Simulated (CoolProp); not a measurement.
Aqueous ethylene glycol as a coolant, 16 % by mass, freezing at -5.9 °C, 1 atm.

The numbers come from the Melinder's fits for secondary coolants in CoolProp.

```csv
T (°C),conductivity (W/(m K)),cp (kJ/(kg K)),Prandtl number,viscosity (mPa s)
-2.7,0.496,3.931,24.6,3.10
5.9,0.508,3.941,17.8,2.29
14.6,0.519,3.952,13.3,1.74
23.3,0.529,3.964,10.2,1.37
31.9,0.539,3.976,8.13,1.10
```
